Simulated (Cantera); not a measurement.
An isothermal, constant-pressure homogeneous reactor starts with CH4 : H2 = 1 : 2 (molar parts), at 1775 K and 308 Torr. Integrator tolerance rtol = 1e-08.

Detailed kinetics in Cantera: GRI-Mech 3.0 (53 species, 325 reactions). GRI-Mech 3.0 stops at C3 and has no aromatics, soot or wall deposition, so with more carbon than oxygen in the feed, carbon stays in small species such as C2H2 where larger ones or solid carbon would form.

Task: What does this change do: temperature 1775 to 1073 K?

Result: 
```
quantity                                           before                                     after
----------------  ---------------------------------------  ----------------------------------------
x(CH4) at 300 s   0.00805 (gas-phase equilibrium 0.00805)       0.333 (gas-phase equilibrium 0.333)
x(H2) at 300 s        0.869 (gas-phase equilibrium 0.869)       0.667 (gas-phase equilibrium 0.667)
x(C2H) at 300 s   4.64e-7 (gas-phase equilibrium 4.64e-7)     <1e-12 (gas-phase equilibrium <1e-12)
x(C2H6) at 300 s  6.28e-7 (gas-phase equilibrium 6.28e-7)   1.22e-5 (gas-phase equilibrium 5.33e-5)
x(C2H2) at 300 s      0.121 (gas-phase equilibrium 0.121)   1.17e-6 (gas-phase equilibrium 7.74e-6)
x(C2H4) at 300 s  0.00119 (gas-phase equilibrium 0.00119)  4.28e-5 (gas-phase equilibrium 0.000235)
x(CH3) at 300 s   7.93e-5 (gas-phase equilibrium 7.93e-5)   1.05e-7 (gas-phase equilibrium 1.62e-7)
```
